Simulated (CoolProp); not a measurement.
Vapour-liquid equilibrium of R134a (1) + R236FA (2) at 299.2 K; x and y are mole fractions of (1).

Values from CoolProp's multi-fluid Helmholtz-energy mixture model, Tillner-Roth 1994 and Pan 2012; pair parameters Bell 2016.

| x | bubble pressure (MPa) | y at the bubble point | dew pressure at overall composition x (MPa) | liquid density (mol/L) |
|---|---|---|---|---|
| 0.05 | 0.3002 | 0.102 | 0.2904 | 9.034 |
| 0.15 | 0.3376 | 0.276 | 0.3096 | 9.271 |
| 0.25 | 0.3756 | 0.417 | 0.3315 | 9.518 |
| 0.35 | 0.4143 | 0.536 | 0.3566 | 9.776 |
| 0.45 | 0.4537 | 0.636 | 0.3855 | 10.05 |
| 0.55 | 0.4940 | 0.723 | 0.4194 | 10.33 |
| 0.65 | 0.5352 | 0.799 | 0.4596 | 10.63 |
| 0.75 | 0.5773 | 0.865 | 0.5079 | 10.94 |
| 0.85 | 0.6203 | 0.924 | 0.5672 | 11.27 |
| 0.95 | 0.6642 | 0.976 | 0.6416 | 11.61 |

No azeotrope shows between x = 0.05 and 0.95.

The pair parameters rest on a limited set of measurements; away from them the model extrapolates.
